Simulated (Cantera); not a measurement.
## Equilibrium for hydrogen reduction and annealing atmospheres: FeS + H2

Input: 1 mol FeS, 1500 mol H2, equilibrated at 14.0 mbar.

Equilibrium computed with Cantera from the NASA thermochemical tables; the gas is ideal and each condensed phase is pure. Candidate condensed phases: Fe, FeS, FeS2, S; 8 gas species. FeS: taken at fixed stoichiometry. Equilibrium is a limit: real reactors are often held back by kinetics, nucleation or transport.

| T (°C) | x H2 | x H2S | x H | x SH | x S2 | x Fe | x S | n Fe(α) | n FeS(s) | n Fe(γ) |
|---|---|---|---|---|---|---|---|---|---|---|
| 375 | 1.000 | 1.46e-5 | <1e-12 | <1e-12 | <1e-12 | <1e-12 | <1e-12 | 0.0219 | 0.978 | 0 |
| 425 | 1.000 | 3.58e-5 | <1e-12 | <1e-12 | <1e-12 | <1e-12 | <1e-12 | 0.0537 | 0.946 | 0 |
| 475 | 1.000 | 7.71e-5 | 2.43e-12 | 5.10e-12 | <1e-12 | <1e-12 | <1e-12 | 0.116 | 0.884 | 0 |
| 525 | 1.000 | 0.000150 | 2.25e-11 | 5.16e-11 | <1e-12 | <1e-12 | <1e-12 | 0.225 | 0.775 | 0 |
| 575 | 1.000 | 0.000269 | 1.61e-10 | 3.97e-10 | 5.88e-12 | <1e-12 | <1e-12 | 0.403 | 0.597 | 0 |
| 625 | 1.000 | 0.000450 | 9.25e-10 | 2.43e-9 | 6.77e-11 | <1e-12 | <1e-12 | 0.676 | 0.324 | 0 |
| 675 | 0.999 | 0.000667 | 4.43e-9 | 1.15e-8 | 5.27e-10 | <1e-12 | <1e-12 | 1.00 | 0 | 0 |
| 725 | 0.999 | 0.000667 | 1.82e-8 | 3.27e-8 | 1.65e-9 | <1e-12 | 2.25e-12 | 1.00 | 0 | 0 |
| 775 | 0.999 | 0.000667 | 6.53e-8 | 8.42e-8 | 4.64e-9 | 1.00e-11 | 1.31e-11 | 1.00 | 0 | 0 |
| 825 | 0.999 | 0.000666 | 2.09e-7 | 1.99e-7 | 1.19e-8 | 8.31e-11 | 6.49e-11 | 1.00 | 0 | 0 |
| 875 | 0.999 | 0.000666 | 6.05e-7 | 4.36e-7 | 2.81e-8 | 5.70e-10 | 2.80e-10 | 1.000 | 0 | 0 |
| 925 | 0.999 | 0.000666 | 1.61e-6 | 8.96e-7 | 6.18e-8 | 3.31e-9 | 1.07e-9 | 0 | 0 | 1.000 |
| 975 | 0.999 | 0.000665 | 3.95e-6 | 1.74e-6 | 1.28e-7 | 1.66e-8 | 3.67e-9 | 0 | 0 | 1.000 |
x: gas mole fraction; n: condensed amount in mol.

From 375 °C to 625 °C the condensed part is Fe(α) + FeS(s). From 675 °C to 875 °C the condensed part is Fe(α). From 925 °C to 975 °C the condensed part is Fe(γ).
